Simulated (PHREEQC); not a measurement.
Consider water at 20 °C with 0.017 mol/kgw CuSO4 and 0.0023 mol/kgw H2SO4. Closed to the air; pH follows from the charge balance.

All values are PHREEQC results (ion-association model, phreeqc.dat), not measurements.

No solid was allowed to form.

Question: What pH does the model give?

Answer: pH 2.58.

Question: In which forms is S present?

Answer: SO4-2 61 %, CuSO4 31 %, HSO4- 8.0 % of the S.

Species that the database lacks are ignored.
